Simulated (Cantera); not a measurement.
A perfectly stirred reactor is fed with 27.0 % H2, 15.3 % O2, 57.7 % N2, equivalence ratio 0.88, at 1500 Torr; it is adiabatic with a 375 K inlet, and is followed from long to short residence time, starting on the burning branch (τ in s: 0.048, 0.019, 0.0075, 0.003, 0.0012, 0.00047, 0.00019, 7.4e-05, 3e-05, 1.2e-05).

Detailed kinetics in Cantera: the H2/O2 subset of GRI-Mech 3.0, which has no nitrogen chemistry.

**Question.** Predict: blow-out, bracketed by the residence times tried; x(H2) at τ = 48.0 ms; x(O2) at τ = 48.0 ms; x(O) at τ = 48.0 ms; x(H2O2) at τ = 48.0 ms; x(H) at τ = 48.0 ms; x(H2) at τ = 0.470 ms; x(O2) at τ = 0.470 ms; x(O) at τ = 0.470 ms; x(H2O2) at τ = 0.470 ms; x(H) at τ = 0.470 ms.

**Answer.** 
```json
{
 "blow_out_bracketed_by_the_residence_times_tried": "burning at 12.0 µs, the shortest tried",
 "x(H2) at τ = 48.0 ms": "0.00410",
 "x(O2) at τ = 48.0 ms": "0.0212",
 "x(O) at τ = 48.0 ms": "0.000682",
 "x(H2O2) at τ = 48.0 ms": "3.05e-7",
 "x(H) at τ = 48.0 ms": "0.000575",
 "x(H2) at τ = 0.470 ms": "0.0159",
 "x(O2) at τ = 0.470 ms": "0.0253",
 "x(O) at τ = 0.470 ms": "0.00306",
 "x(H2O2) at τ = 0.470 ms": "5.36e-7",
 "x(H) at τ = 0.470 ms": "0.00523"
}
```
